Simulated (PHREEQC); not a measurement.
Make-up at 25 °C: 0.046 mol KH2PO4, 0.052 mol Na2HPO4 and 0.024 mol NaCl per kg of water. Closed to the air; pH follows from the charge balance.

Equilibrium calculation in PHREEQC: ion-association model, phreeqc.dat.

Task: The ionic strength comes out as 0.217 mol/kgw. What activity coefficients do NaHPO4-, H2PO4-, HPO4-2, KHPO4-, Na+ get?

Result: NaHPO4- 0.74, H2PO4- 0.74, HPO4-2 0.29, KHPO4- 0.74, Na+ 0.74.

Precipitation was switched off in this run.
